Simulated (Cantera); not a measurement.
Charge: 1 mol Cr₂O₃, 260 mol H₂, 0.53 mol N₂, held at 973.15 K and 0.00133 bar.

Cantera equilibrium calculation (NASA polynomials, part measured and part estimated; ideal gas, pure solids and liquids). Candidate condensed phases: Cr, CrN, Cr₂N, Cr₂O₃, H₂O; 29 gas species. Rates play no part.

Question: What is the equilibrium state?

Answer: 
| Property | Value |
|---|---|
| x(H₂) | 0.998 |
| x(N₂) | 0.00203 |
| x(H₂O) | 5.74e-6 |
| n(Cr₂N(s)) | 0.000498 mol |
| n(Cr₂O₃(s)) | 1.000 mol |
| gas amount | 260.5 mol |
| log10 activity of Cr(s) (absent) | -0.04 |
